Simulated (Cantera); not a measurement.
Feed: 1 mol MgF2, a varied amount of H2O, 0.41 mol H2, held at 0.000490 bar.

These are equilibrium values from Cantera (NASA tables, ideal gas, pure condensed phases), not measurements of a reactor. Candidate condensed phases: H2O, Mg, MgF2, MgO, Mg(OH)2; 31 gas species. Mutual solubility and eutectic melting of coexisting phases are not modelled. The numbers say what is thermodynamically allowed, not how fast it happens.

What condenses at these points (T in K, n(H2O) in mol): (1475, 1.8); (1375, 0.64); (1675, 2.1); (1775, 1.2); (1275, 0.79)?


| T (K) | n(H2O) in mol | condensed phases | Mg condensed (%) |
|---|---|---|---|
| 1475 | 1.8 | MgO | 99.7 |
| 1375 | 0.64 | MgF2 + MgO | 98.7 |
| 1675 | 2.1 | MgO | 98.9 |
| 1775 | 1.2 | MgO | 92.4 |
| 1275 | 0.79 | MgF2 + MgO | 99.9 |
